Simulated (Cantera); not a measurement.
An isothermal, constant-pressure homogeneous reactor starts with 0.714 % H2, 97.8 % O2, 1.47 % H2O, equivalence ratio 0.0037, at 1323 K and 10.00 Torr.

Detailed kinetics in Cantera: the H2/O2 subset of GRI-Mech 3.0, which has no nitrogen chemistry. Radical loss at walls, strong at low pressure, is not modelled.

x: mole fraction; the columns are a selection and need not sum to one.

```
t (s)         x H2   x O2   x H2O    x H2O2       x H
--------  --------  -----  ------  --------  --------
0.000500   0.00714  0.978  0.0147  1.23e-11   4.49e-9
0.00136    0.00714  0.978  0.0147  8.21e-11         …
0.00370    0.00708  0.978  0.0147  5.16e-10   2.80e-6
0.0100    0.000110  0.972  0.0208   2.50e-8  0.000286
0.0273     5.77e-5  0.972  0.0210   2.27e-8  0.000247
0.0743     4.78e-5  0.973  0.0211   2.13e-8  0.000186
0.202      3.09e-5  0.975  0.0213   1.82e-8   9.56e-5
0.549      1.31e-5  0.977  0.0215   1.25e-8   2.61e-5
1.49             …  0.978  0.0217         …         …
4.06       7.66e-7  0.978  0.0218   2.32e-9   3.68e-7
11.0       1.71e-7  0.978  0.0219  7.41e-10   3.89e-8
30.0       4.82e-8  0.978  0.0219  2.66e-10   5.84e-9
```

Question: Fill in the missing entries.

Answer: 
- 0.00136, x H: 2.77e-8
- 1.49, x H2: 3.54e-6
- 1.49, x H2O2: 6.29e-9
- 1.49, x H: 3.66e-6
